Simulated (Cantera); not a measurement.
Input (Python, Cantera):

```python
import numpy as np
import cantera as ct

gas = ct.Solution("h2o2.yaml")
gas.TPX = 1323, 2666, {'H2': 0.078, 'O2': 1}
reactor = ct.IdealGasConstPressureReactor(gas, energy="off", clone=False)
net = ct.ReactorNet([reactor])
net.rtol, net.atol = 1e-08, 1e-18
show = ['H2', 'O2', 'OH', 'O', 'H', 'H2O2', 'HO2']
times = np.geomspace(0.0002, 1, 11)

steps = ct.SolutionArray(gas, extra=["t"])
rows = []
print(f"{'t/s':>10s}{'T/K':>9s}{'P/Pa':>11s}" + "".join(f"{s:>11s}" for s in show))
for t in times:
    while net.time < t:
        t_next = net.step()
        steps.append(gas.state, t=t_next)
    rows.append([np.interp(t, steps.t, y) for y in (steps.T, steps.P, *steps(*show).X.T)])
    print(f"{t:10.3e}{rows[-1][0]:9.1f}{rows[-1][1]:11.4g}" + "".join(f"{x:11.3e}" for x in rows[-1][2:]))
rate = np.gradient(steps.T, steps.t)
print("integrator steps:", len(steps.t))
if steps.T.max() > steps.T[0] + 200:
    print(f"time of steepest temperature rise: {steps.t[rate.argmax()]:.4e} s")
gas.TPX = 1323, 2666, {'H2': 0.078, 'O2': 1}
gas.equilibrate("TP")
print(f"equilibrium (TP): T = {gas.T:.1f} K  " + "  ".join(f"{s} {gas[s].X[0]:.3e}" for s in show))
```

It prints:

```
       t/s      T/K       P/Pa         H2         O2         OH          O          H       H2O2        HO2
 2.000e-04   1323.0       2666  7.235e-02  9.276e-01  2.707e-06  3.598e-06  2.072e-06  6.175e-10  2.148e-07
 4.687e-04   1323.0       2666  6.590e-02  9.229e-01  2.077e-03  2.891e-03  1.667e-03  3.326e-08  4.093e-06
 1.099e-03   1323.0       2666  1.746e-03  8.729e-01  6.780e-03  4.528e-02  1.184e-02  1.993e-07  6.471e-06
 2.575e-03   1323.0       2666  1.453e-03  8.793e-01  6.262e-03  3.993e-02  9.547e-03  1.922e-07  6.289e-06
 6.034e-03   1323.0       2666  1.108e-03  8.912e-01  5.497e-03  2.948e-02  6.104e-03  1.902e-07  5.919e-06
 1.414e-02   1323.0       2666  6.170e-04  9.066e-01  4.130e-03  1.584e-02  2.423e-03  1.724e-07  4.932e-06
 3.314e-02   1323.0       2666  2.188e-04  9.182e-01  2.472e-03  5.492e-03  4.962e-04  1.256e-07  3.128e-06
 7.768e-02   1323.0       2666  5.411e-05  9.230e-01  1.234e-03  1.348e-03  6.048e-05  6.930e-08  1.361e-06
 1.821e-01   1323.0       2666  1.206e-05  9.244e-01  5.849e-04  3.004e-04  6.379e-06  3.147e-08  4.476e-07
 4.267e-01   1323.0       2666  2.914e-06  9.247e-01  2.886e-04  7.283e-05  7.627e-07  1.308e-08  1.407e-07
 1.000e+00   1323.0       2666  8.137e-07  9.248e-01  1.529e-04  2.042e-05  1.133e-07  5.310e-09  5.546e-08
integrator steps: 1580
equilibrium (TP): T = 1323.0 K  H2 6.237e-08  O2 9.249e-01  OH 4.249e-05  O 1.577e-06  H 2.442e-09  H2O2 7.685e-10  HO2 4.938e-08
```

Detailed kinetics in Cantera: the H2/O2 subset of GRI-Mech 3.0, which has no nitrogen chemistry. Radical loss at walls, strong at low pressure, is not modelled. The temperature is held fixed by assumption; the heat of reaction is taken as removed at once.
